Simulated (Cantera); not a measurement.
An isothermal, constant-pressure homogeneous reactor starts with 21.1 % CH4, 74.0 % H2O, 4.86 % H2, at 1300 K and 2.80 bar.

Detailed kinetics in Cantera: GRI-Mech 3.0 (53 species, 325 reactions).

x: mole fraction; the columns are a selection and need not sum to one.

```json
[
 {"t (s)": "0.000600", "x CH4": "0.211", "x H2O": "0.740", "x H2": "0.0486", "x C2H6": "3.22e-7", "x OH": "___"},
 {"t (s)": "0.00165", "x CH4": "0.211", "x H2O": "0.740", "x H2": "0.0486", "x C2H6": "2.53e-6", "x OH": "8.39e-9"},
 {"t (s)": "0.00452", "x CH4": "0.211", "x H2O": "0.740", "x H2": "0.0486", "x C2H6": "9.60e-6", "x OH": "8.76e-9"},
 {"t (s)": "0.0124", "x CH4": "0.211", "x H2O": "0.740", "x H2": "0.0487", "x C2H6": "2.77e-5", "x OH": "9.38e-9"},
 {"t (s)": "0.0340", "x CH4": "0.211", "x H2O": "0.740", "x H2": "0.0487", "x C2H6": "6.78e-5", "x OH": "___"},
 {"t (s)": "0.0933", "x CH4": "0.211", "x H2O": "0.740", "x H2": "0.0490", "x C2H6": "0.000124", "x OH": "1.22e-8"},
 {"t (s)": "0.256", "x CH4": "0.210", "x H2O": "0.740", "x H2": "0.0498", "x C2H6": "0.000147", "x OH": "1.28e-8"},
 {"t (s)": "0.703", "x CH4": "0.208", "x H2O": "0.738", "x H2": "0.0524", "x C2H6": "0.000145", "x OH": "1.28e-8"},
 {"t (s)": "1.93", "x CH4": "0.201", "x H2O": "0.735", "x H2": "0.0597", "x C2H6": "0.000137", "x OH": "1.28e-8"},
 {"t (s)": "5.29", "x CH4": "0.185", "x H2O": "0.726", "x H2": "0.0772", "x C2H6": "0.000132", "x OH": "1.31e-8"},
 {"t (s)": "14.5", "x CH4": "0.159", "x H2O": "0.709", "x H2": "0.109", "x C2H6": "0.000178", "x OH": "1.52e-8"},
 {"t (s)": "39.8", "x CH4": "0.147", "x H2O": "0.685", "x H2": "0.136", "x C2H6": "0.000215", "x OH": "1.61e-8"},
 {"t (s)": "109", "x CH4": "0.147", "x H2O": "0.652", "x H2": "0.164", "x C2H6": "0.000176", "x OH": "___"},
 {"t (s)": "300", "x CH4": "0.138", "x H2O": "0.609", "x H2": "0.206", "x C2H6": "0.000124", "x OH": "___"}
]
```

Task: Fill in the missing entries.

Result: 
- 0.000600, x OH: 6.13e-9
- 0.0340, x OH: 1.06e-8
- 109, x OH: 1.39e-8
- 300, x OH: 1.16e-8
